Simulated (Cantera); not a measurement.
**Equilibrium for silicon nitride deposition: trisilylamine + NH3**

Charge: 1 mol trisilylamine, 0.13 mol NH3, at 0.00133 bar.

These are equilibrium values from Cantera (NASA tables, ideal gas, pure condensed phases), not measurements of a reactor. Candidate condensed phases: Si, Si3N4; 18 gas species. The feed counts by its element totals alone. Mutual solubility and eutectic melting of coexisting phases are not modelled. The tables' values for SiN are old estimates; treat these amounts as uncertain. Gases not in the tables: Si2H6 and higher silanes. The numbers say what is thermodynamically allowed, not how fast it happens.

| T (°C) | log p H2 | log p N2 | log p H | log p Si | log p SiH | log p Si2 | n Si(s) | n Si3N4(s) | n Si(l) |
|---|---|---|---|---|---|---|---|---|---|
| 950 | -2.88 | -7.24 | -7.96 | -11.49 | -11.82 | <-14 | 2.15 | 0.282 | 0 |
| 1025 | -2.88 | -6.33 | -7.41 | -10.39 | -10.90 | -14.01 | 2.15 | 0.282 | 0 |
| 1100 | -2.88 | -5.51 | -6.92 | -9.41 | -10.09 | -12.74 | 2.17 | 0.277 | 0 |
| 1175 | -2.88 | -4.79 | -6.48 | -8.53 | -9.37 | -11.59 | 2.24 | 0.253 | 0 |
| 1250 | -2.90 | -4.13 | -6.09 | -7.74 | -8.73 | -10.57 | 2.57 | 0.144 | 0 |
| 1325 | -2.93 | -3.84 | -5.74 | -7.03 | -8.15 | -9.64 | 3.00 | 0 | 0 |
| 1400 | -2.93 | -3.84 | -5.41 | -6.38 | -7.61 | -8.79 | 3.00 | 0 | 0 |
| 1475 | -2.93 | -3.85 | -5.10 | -5.84 | -7.18 | -8.13 | 0 | 0 | 2.99 |
| 1550 | -2.93 | -3.85 | -4.83 | -5.35 | -6.79 | -7.54 | 0 | 0 | 2.98 |
| 1625 | -2.94 | -3.85 | -4.58 | -4.91 | -6.44 | -7.01 | 0 | 0 | 2.95 |
log p: log10 of the partial pressure in bar; n: condensed amount in mol.

From 950 °C to 1250 °C the condensed part is Si(s) + Si3N4(s). From 1325 °C to 1400 °C the condensed part is Si(s). From 1475 °C to 1625 °C the condensed part is Si(l). The main Si-bearing gas is SiH2 at 950 °C and Si at 1625 °C.
